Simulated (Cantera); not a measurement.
Charge: 1 mol MgSO4, 1.8 mol H2O, 0.026 mol CO2, equilibrated at 75.0 Torr.

Equilibrium computed with Cantera from the NASA thermochemical tables; the gas is ideal and each condensed phase is pure. Candidate condensed phases: C, C6H6, C7H8, C8H18, H2O, H2SO4, Mg, MgCO3, MgO, Mg(OH)2, MgS, MgSO4, S; 130 gas species. Equilibrium is a limit: real reactors are often held back by kinetics, nucleation or transport.

**Question.** At 1677 °C, list the 4 most abundant gas species with their mole fractions, and the condensed phases.

**Answer.** H2O 0.536, SO2 0.299, O2 0.149, CO2 0.00774. Condensed: MgO(s).
